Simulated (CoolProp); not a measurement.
Vapour-liquid equilibrium of R125 (1) + propylene (2) at 185 kPa; x and y are mole fractions of (1).

Computed with CoolProp (multi-fluid Helmholtz-energy mixture model, Lemmon 2005 and Lemmon 2013; pair parameters Bell 2016).

Question: Give the bubble temperature and the first vapour's composition at x = 0.2, 0.725, 0.95. Is there an azeotrope?

Answer: x = 0.2: 233.5 K, y = 0.340; x = 0.725: 232.5 K, y = 0.622; x = 0.95: 236.3 K, y = 0.884. y crosses x between x = 0.5 and 0.575: the model has an azeotrope there.

The pair parameters rest on a limited set of measurements; away from them the model extrapolates.
